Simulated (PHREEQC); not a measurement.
Consider water at 20 °C with 0.078 mol/kgw FeSO4. Closed to the air; pH follows from the charge balance.

Equilibrium calculation in PHREEQC: ion-association model, phreeqc.dat.

This is a speciation only: nothing precipitates in the calculation.

### Question
Predict the pH.

### Answer
pH 5.92.

### Question
In which forms is S present?

### Answer
SO4-2 58 %, FeSO4 42 % of the S.

Species that the database lacks are ignored.
